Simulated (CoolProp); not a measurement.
Properties of ethylene along the isotherm 450 K.

The numbers come from the reference Helmholtz-energy equation of state, Smukala 2000 in CoolProp.

```csv
p (bar),phase,density (kg/m³),cp (kJ/(kg K)),cv (kJ/(kg K)),Joule-Thomson coefficient (K/MPa),isothermal compressibility (1/MPa),fugacity coefficient
5.82,gas,4.399,2.080,1.769,3.539,1.732,0.9920
11.6,gas,8.837,2.099,1.773,3.525,0.8758,0.9842
17.5,gas,13.44,2.118,1.776,3.509,0.5851,0.9764
23.3,gas,18.04,2.138,1.780,3.491,0.4428,0.9687
29.1,gas,22.71,2.158,1.783,3.470,0.3571,0.9612
34.9,gas,27.44,2.179,1.787,3.447,0.2999,0.9538
40.7,gas,32.25,2.201,1.790,3.421,0.2589,0.9465
46.5,gas,37.13,2.223,1.793,3.392,0.2281,0.9393
52.4,supercritical,42.16,2.246,1.797,3.359,0.2037,0.9320
58.2,supercritical,47.18,2.270,1.800,3.324,0.1844,0.9251
64,supercritical,52.25,2.294,1.803,3.286,0.1686,0.9182
69.8,supercritical,57.39,2.318,1.807,3.245,0.1553,0.9115
75.6,supercritical,62.59,2.342,1.810,3.200,0.1439,0.9049
```
